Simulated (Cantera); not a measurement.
A jet of 2.28 % CH4, 11.9 % O2, 85.8 % N2, equivalence ratio 0.38 at 300 K and 4300 Pa hits a platinum plate 4.1 cm away at a mass flux of 0.035 kg/m²/s; the plate temperature is set and raised in steps from an oxygen-covered start.

Computed with Cantera and Deutschmann's 1995 Pt surface mechanism with GRI-Mech 3.0 gas chemistry. Catalytic surfaces can have several steady states; this one follows from the mechanism file's or the stated starting coverage.

One state of this run: wall x CH4 = 0.00574; wall x O2 = 0.0833; wall x H2O = 0.0314; wall x OH = 2.95e-6; wall x CO = 1.10e-5; wall x CO2 = 0.0207; θ free Pt = 0.597; θ O* = 0.403. x: mole fraction at the wall; θ: surface coverage.

Problem. Which value of plate T (K) does it belong to?
A) 900
B) 1150
C) 1100
D) 1200

Solution. B, 1150
